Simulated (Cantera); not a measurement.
Charge: 1 mol BF3, 0.3 mol N2, 110 mol H2, equilibrated at 1802 °C and 20.0 Pa.

Equilibrium computed with Cantera from the NASA thermochemical tables; the gas is ideal and each condensed phase is pure. Candidate condensed phases: B, BN; 31 gas species. The tables' values for BF2 are old estimates; treat these amounts as uncertain. Rates play no part.

Base state: H2 0.804, H 0.169, HF 0.0161, BF 0.00797, N2 0.00245, BF2 0.000174 (mole fractions); condensed: gas only.

Q: What changes in the equilibrium state with this change: temperature from 1802 °C to 700 °C?

A: 
```json
[
 {"species": "H2", "before": "0.804", "after": "0.987"},
 {"species": "BF3", "before": "2.26e-6", "after": "0.00802"},
 {"species": "HF", "before": "0.0161", "after": "0.00288"},
 {"species": "H", "before": "0.169", "after": "7.59e-8"},
 {"species": "BF", "before": "0.00797", "after": "<1e-9"},
 {"species": "BF2", "before": "0.000174", "after": "8.33e-8"},
 {"species": "BHF2", "before": "1.27e-6", "after": "1.01e-5"},
 {"species": "N2", "before": "0.00245", "after": "0.00222"},
 {"species": "BN(s), mol", "before": "0", "after": "0.106"}
]
```
N2 is the only nitrogen source here; it is nearly inert below about 1500 K, so the nitride shown seldom forms there in practice.
